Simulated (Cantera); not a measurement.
A closed system holds: 1 mol Si, 13 mol HBr, 58 mol N2, equilibrated at 1523.15 K and 1330 Pa.

Equilibrium computed with Cantera from the NASA thermochemical tables; the gas is ideal and each condensed phase is pure. Candidate condensed phases: Br2, Si, Si3N4; 28 gas species. The tables' values for SiBr3 are old estimates; treat these amounts as uncertain. Rates play no part.

Base state: N2 0.811, HBr 0.136, H2 0.0231, Br 0.0165, SiBr2 0.0128, SiBr3 0.000627, SiBr4 0.000537, Br2 3.18e-5 (mole fractions); condensed: gas only.

### Question
What changes in the equilibrium state with this change: HBr from 13 to 7 mol?

### Answer
```tsv
species	before	after
N2	0.811	0.889
HBr	0.136	0.0671
H2	0.0231	0.0201
Br	0.0165	0.00876
SiBr2	0.0128	0.0148
Br2	3.18e-5	8.97e-6
SiBr4	0.000537	0.000174
SiBr3	0.000627	0.000384
H	3.05e-5	2.84e-5
```
